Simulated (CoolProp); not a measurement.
Vapour pressure (MPa) of 1,2-dichloroethane: the reference equation beside estimates from Tc = 288.4 °C, pc = 5.226 MPa, ω = 0.269. Clausius-Clapeyron is anchored at 127.85 °C with a constant enthalpy of vaporisation of 29.43 kJ/mol.

Computed with CoolProp (reference Helmholtz-energy equation of state, Thol 2015).

```tsv
T (°C)	reference	Clausius-Clapeyron	Soave-Redlich-Kwong
78.65	0.08681	0.09942	0.08514
95.05	0.1437	0.1556	0.1420
111.45	0.2263	0.2345	0.2253
127.85	0.3417	0.3417	0.3425
144.25	0.4974	0.4833	0.5018
160.65	0.7019	0.6659	0.7120
177.05	0.9638	0.8964	0.9824
193.45	1.293	1.182	1.323
209.85	1.700	1.529	1.744
226.25	2.196	1.945	2.257
```

Absolute difference from the reference over all 10 rows, mean and median: Clausius-Clapeyron 7.1 and 7.6 %, Soave-Redlich-Kwong 1.6 and 1.7 %.
